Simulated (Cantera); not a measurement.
What does this Cantera script print?

```python
import numpy as np
import cantera as ct

gas_names = """
    Cr CrN CrO CrO2 CrO3 H HNO HNO2 HNO3 HO2 H2 H2O H2O2 N NH NH2 NH3 NH2OH NO NO2 NO3 N2 N2H2 N2H4 N2O
    O OH O2 O3
""".split()
cond_names = """
    Cr(cr) Cr(L) CrN(s) Cr2N(s) Cr2O3(s) Cr2O3(L) H2O(s) H2O(L)
""".split()


# ... load() reads the species with a 1 bar reference pressure and builds the phases ...
atoms = {
    'Cr': {'Cr': 1},
    'NH3': {'N': 1, 'H': 3},
    'H2': {'H': 2},
    'N2O': {'N': 2, 'O': 1},
}
top_T = {'CrN(s)': 1900, 'Cr2N(s)': 1900}  # K; cautious upper limits of use, not melting points


# ... equilibrate(T, P, feed) seeds the gas with the atoms and calls Mixture.equilibrate('TP', solver="vcs", rtol=1e-11, max_steps=5000) ...
results = []
feed = {'Cr': 1, 'NH3': 1.5, 'H2': 24, 'N2O': 2.1}  # mol
P = 6.1  # Pa
for T in [1100, 1200, 1300, 1400, 1500, 1600, 1700, 1800]:
    mix = equilibrate(T, P, feed)
    results.append((T, P, feed, dict(zip(mix.species_names, mix.species_moles))))
    x = sorted(zip(gas.X, gas.species_names), reverse=True)
    print(f"T = {T:g} K  P = {P:g} Pa  gas = {mix.phase_moles(0):.4g} mol")
    print("   x: " + "  ".join(f"{s} {v:.3e}" for v, s in x if v > 1e-05))
    print("   condensed (mol): " + ("  ".join(f"{mix.phase(i).name} {mix.phase_moles(i):.4g}"
          for i in range(1, mix.n_phases) if mix.phase_moles(i) > 1e-12) or "none"))
```

Output:

```
T = 1100 K  P = 6.1 Pa  gas = 29.1 mol
   x: H2 8.814e-01  N2 9.794e-02  H2O 2.062e-02
   condensed (mol): Cr2O3(s) 0.5
T = 1200 K  P = 6.1 Pa  gas = 29.1 mol
   x: H2 8.814e-01  N2 9.794e-02  H2O 2.062e-02  H 2.372e-05
   condensed (mol): Cr2O3(s) 0.5
T = 1300 K  P = 6.1 Pa  gas = 29.1 mol
   x: H2 8.813e-01  N2 9.793e-02  H2O 2.062e-02  H 1.330e-04
   condensed (mol): Cr2O3(s) 0.5
T = 1400 K  P = 6.1 Pa  gas = 29.11 mol
   x: H2 8.809e-01  N2 9.791e-02  H2O 2.062e-02  H 5.845e-04
   condensed (mol): Cr2O3(s) 0.4999
T = 1500 K  P = 6.1 Pa  gas = 29.13 mol
   x: H2 8.792e-01  N2 9.782e-02  H2O 2.076e-02  H 2.113e-03  Cr 1.110e-04
   condensed (mol): Cr2O3(s) 0.4984
T = 1600 K  P = 6.1 Pa  gas = 29.24 mol
   x: H2 8.714e-01  N2 9.746e-02  H2O 2.297e-02  H 6.498e-03  Cr 1.634e-03  CrO 1.638e-05
   condensed (mol): Cr2O3(s) 0.4759
T = 1700 K  P = 6.1 Pa  gas = 29.66 mol
   x: H2 8.411e-01  N2 9.609e-02  H2O 3.529e-02  H 1.730e-02  Cr 1.000e-02  CrO 1.892e-04  OH 3.751e-05
   condensed (mol): Cr2O3(s) 0.3488
T = 1800 K  P = 6.1 Pa  gas = 30.72 mol
   x: H2 7.677e-01  N2 9.277e-02  H2O 6.657e-02  H 4.017e-02  Cr 3.106e-02  CrO 1.412e-03  OH 2.300e-04  CrO2 4.746e-05
   condensed (mol): Cr2O3(s) 0.0004493
```

Equilibrium computed with Cantera from the NASA thermochemical tables; the gas is ideal and each condensed phase is pure.
